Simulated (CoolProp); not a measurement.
Computed with CoolProp (reference Helmholtz-energy equation of state, Polt 1992). This equation is an older, rougher fit; its heat capacities, sound speeds and derivatives of the liquid may be far off and weren't checked against measurements.

### Question
Give the vapour pressure (bar), liquid density (kg/m³), vapour density (kg/m³) of saturated cyclopropane at 315.2, 322.7 K.

### Answer
```tsv
T (K)	p (bar)	liquid density (kg/m³)	vapour density (kg/m³)
315.2	11.2	591	21.7
322.7	13.3	578	26.0
```
